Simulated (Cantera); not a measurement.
Input (Python, Cantera) and output of one run.

```python
import numpy as np
import cantera as ct

gas_names = """
    O2 CL2
""".split()
cond_names = """
    Sr(L) SrCL2(L) SrO(s)
""".split()


# ... load() reads the species with a 1 bar reference pressure and builds the phases ...
species = {s.name: s for s in load("nasa_gas.yaml", gas_names) + load("nasa_condensed.yaml", cond_names)}
T = 1475
g = {n: (s.thermo.h(T) - T * s.thermo.s(T)) / (ct.gas_constant * T * np.log(10)) for n, s in species.items()}
valid = cond_names  # the entries whose range holds T


def stable(la, lb):
    # potentials (over RT ln 10) of the two non-metals from log10 p(O2) and log10 p(CL2) in bar
    mu = {}
    mu["O"] = (g["O2"] + la) / 2
    mu["Cl"] = (g["CL2"] + lb) / 2
    cost = {}
    for n in valid:
        c = species[n].composition
        cost[n] = (g[n] - sum(c.get(e, 0) * m for e, m in mu.items())) / c["Sr"]
    return min(cost, key=cost.get)


results = []
for lb in [0, -2.4, -4.9, -7.3, -9.8, -12.2, -14.7, -17.1, -19.6, -22]:
    row = [stable(la, lb) for la in [-22, -20.8, -19.7, -18.5, -17.4, -16.2, -15.1, -13.9, -12.7, -11.6, -10.4, -9.3, -8.1, -6.9, -5.8, -4.6, -3.5, -2.3, -1.2, 0]]
    results.append(row)
    print(f"{lb:6.1f}  " + " ".join(f"{valid.index(n):x}" for n in row))
print("key: " + ", ".join(f"{i:x} {n}" for i, n in enumerate(valid)))
```

Result:

```
   0.0  1 1 1 1 1 1 1 1 1 1 1 1 1 1 1 1 1 1 1 1
  -2.4  1 1 1 1 1 1 1 1 1 1 1 1 1 1 1 1 1 1 1 1
  -4.9  1 1 1 1 1 1 1 1 1 1 1 1 1 1 1 1 1 1 1 1
  -7.3  1 1 1 1 1 1 1 1 1 1 1 1 1 1 1 1 1 2 2 2
  -9.8  1 1 1 1 1 1 1 1 1 1 1 1 1 2 2 2 2 2 2 2
 -12.2  1 1 1 1 1 1 1 1 1 2 2 2 2 2 2 2 2 2 2 2
 -14.7  1 1 1 1 1 2 2 2 2 2 2 2 2 2 2 2 2 2 2 2
 -17.1  2 2 2 2 2 2 2 2 2 2 2 2 2 2 2 2 2 2 2 2
 -19.6  2 2 2 2 2 2 2 2 2 2 2 2 2 2 2 2 2 2 2 2
 -22.0  2 2 2 2 2 2 2 2 2 2 2 2 2 2 2 2 2 2 2 2
key: 0 Sr(L), 1 SrCL2(L), 2 SrO(s)
```

Source: NASA polynomial tables (part measured, part estimated), evaluated in Cantera. Not in the tables: the peroxide, oxide halides.
